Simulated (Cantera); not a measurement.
Charge: 1 mol SiH4, 30 mol CO2, 12 mol H2, 1.1 mol N2O, at 0.400 bar.

Equilibrium computed with Cantera from the NASA thermochemical tables; the gas is ideal and each condensed phase is pure. Candidate condensed phases: C, C6H6, C7H8, C8H18, H2O, Si, SiC, SiO2, Si2N2O, Si3N4; 151 gas species. The numbers say what is thermodynamically allowed, not how fast it happens. All values below are at 725 K.

Base state: CO2 0.608, H2O 0.225, H2 0.0904, CO 0.0324, N2 0.0274, CH4 0.0168, NH3 1.23e-5 (mole fractions); condensed: C(graphite) + SiO2(α-quartz).

**Question.** What changes in the equilibrium state with this change: N2O from 1.1 to 13 mol?

**Answer.** 
```json
[
 {"species": "CO2", "before": "0.608", "after": "0.514"},
 {"species": "N2", "before": "0.0274", "after": "0.228"},
 {"species": "H2O", "before": "0.225", "after": "0.207"},
 {"species": "H2", "before": "0.0904", "after": "0.0380"},
 {"species": "CH4", "before": "0.0168", "after": "0.000526"},
 {"species": "CO", "before": "0.0324", "after": "0.0125"},
 {"species": "NH3", "before": "1.23e-5", "after": "9.71e-6"},
 {"species": "C(graphite), mol", "before": "3.64", "after": "0"},
 {"species": "SiO2(α-quartz), mol", "before": "1.00", "after": "1.00"}
]
```

**Question.** What changes in the equilibrium state with this change: CO2 from 30 to 2.6 mol?

**Answer.** 
| species | before | after |
|---|---|---|
| H2 | 0.0904 | 0.432 |
| H2O | 0.225 | 0.285 |
| CH4 | 0.0168 | 0.175 |
| CO2 | 0.608 | 0.0194 |
| CO | 0.0324 | 0.00391 |
| N2 | 0.0274 | 0.0838 |
| NH3 | 1.23e-5 | 0.000226 |
| C(graphite), mol | 3.64 | 0 |
| SiO2(α-quartz), mol | 1.00 | 1.00 |
